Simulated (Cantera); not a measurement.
An adiabatic, constant-pressure homogeneous reactor starts with H2 : O2 : N2 = 1 : 1.11 : 4.18 (molar parts), equivalence ratio 0.45, at 1700 K and 1.00 bar. Integrator tolerance rtol = 1e-08.

Detailed kinetics in Cantera: the H2/O2 subset of GRI-Mech 3.0, which has no nitrogen chemistry.

Question: What does this change do: pressure from 1.00 bar to 0.910 bar?

Answer: 
```csv
quantity,before,after
time of steepest temperature rise,8.48 µs,9.28 µs
temperature at 0.500 s,2609 K,2605 K
equilibrium temperature,2609 K,2605 K
x(H2) at 0.500 s,0.00488 (gas-phase equilibrium 0.00488),0.00502 (gas-phase equilibrium 0.00502)
x(O2) at 0.500 s,0.0981 (gas-phase equilibrium 0.0981),0.0980 (gas-phase equilibrium 0.0980)
x(OH) at 0.500 s,0.0206 (gas-phase equilibrium 0.0206),0.0208 (gas-phase equilibrium 0.0208)
x(H2O2) at 0.500 s,4.25e-7 (gas-phase equilibrium 4.25e-7),4.01e-7 (gas-phase equilibrium 4.01e-7)
x(H) at 0.500 s,0.00281 (gas-phase equilibrium 0.00281),0.00293 (gas-phase equilibrium 0.00293)
```

Question: What does this change do: initial temperature 1700 to 950 K?

Answer: 
```tsv
quantity	before	after
time of steepest temperature rise	8.48 µs	8.06 ms
temperature at 0.500 s	2609 K	2085 K
equilibrium temperature	2609 K	2085 K
x(H2) at 0.500 s	0.00488 (gas-phase equilibrium 0.00488)	0.000283 (gas-phase equilibrium 0.000283)
x(O2) at 0.500 s	0.0981 (gas-phase equilibrium 0.0981)	0.104 (gas-phase equilibrium 0.104)
x(OH) at 0.500 s	0.0206 (gas-phase equilibrium 0.0206)	0.00335 (gas-phase equilibrium 0.00335)
x(H2O2) at 0.500 s	4.25e-7 (gas-phase equilibrium 4.25e-7)	1.34e-7 (gas-phase equilibrium 1.34e-7)
x(H) at 0.500 s	0.00281 (gas-phase equilibrium 0.00281)	4.81e-5 (gas-phase equilibrium 4.81e-5)
```

Question: What does this change do: initial temperature 1700 to 1475 K?

Answer: 
```json
[
 {"quantity": "time of steepest temperature rise", "before": "8.48 µs", "after": "15.8 µs"},
 {"quantity": "temperature at 0.500 s", "before": "2609 K", "after": "2475 K"},
 {"quantity": "equilibrium temperature", "before": "2609 K", "after": "2475 K"},
 {"quantity": "x(H2) at 0.500 s", "before": "0.00488 (gas-phase equilibrium 0.00488)", "after": "0.00269 (gas-phase equilibrium 0.00269)"},
 {"quantity": "x(O2) at 0.500 s", "before": "0.0981 (gas-phase equilibrium 0.0981)", "after": "0.101 (gas-phase equilibrium 0.101)"},
 {"quantity": "x(OH) at 0.500 s", "before": "0.0206 (gas-phase equilibrium 0.0206)", "after": "0.0141 (gas-phase equilibrium 0.0141)"},
 {"quantity": "x(H2O2) at 0.500 s", "before": "4.25e-7 (gas-phase equilibrium 4.25e-7)", "after": "3.41e-7 (gas-phase equilibrium 3.41e-7)"},
 {"quantity": "x(H) at 0.500 s", "before": "0.00281 (gas-phase equilibrium 0.00281)", "after": "0.00118 (gas-phase equilibrium 0.00118)"}
]
```
